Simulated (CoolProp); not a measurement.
A closed Brayton cycle with carbon dioxide: compressor inlet 320.15 K and 9.1 MPa, high pressure 16.5 MPa, turbine inlet 865 K, compressor efficiency 0.8, turbine efficiency 0.93, recuperator effectiveness 0 (on enthalpy, no pinch check). Each further row changes one setting.

Model: reference Helmholtz-energy equation of state, Span 1996, in CoolProp.

```json
[
 {"case": "as stated", "thermal efficiency (%)": "9.6", "net work (kJ/kg)": "63.8", "compressor to turbine work": "0.27", "compressor exit (K)": "361.6", "turbine exit (K)": "788.2"},
 {"case": "turbine inlet 815 K", "thermal efficiency (%)": "9.6", "net work (kJ/kg)": "58.2", "compressor to turbine work": "0.29", "compressor exit (K)": "361.6", "turbine exit (K)": "___"},
 {"case": "compressor inlet 330.15 K", "thermal efficiency (%)": "9.2", "net work (kJ/kg)": "57.8", "compressor to turbine work": "0.34", "compressor exit (K)": "379.4", "turbine exit (K)": "788.2"},
 {"case": "high pressure 14 MPa", "thermal efficiency (%)": "7.0", "net work (kJ/kg)": "___", "compressor to turbine work": "0.26", "compressor exit (K)": "___", "turbine exit (K)": "___"},
 {"case": "recuperator effectiveness 0.5", "thermal efficiency (%)": "15.4", "net work (kJ/kg)": "63.8", "compressor to turbine work": "0.27", "compressor exit (K)": "361.6", "turbine exit (K)": "788.2"}
]
```

Q: Complete the blanks.

A: 
- turbine inlet 815 K, turbine exit (K): 741.0
- high pressure 14 MPa, net work (kJ/kg): 47.6
- high pressure 14 MPa, compressor exit (K): 350.0
- high pressure 14 MPa, turbine exit (K): 809.1
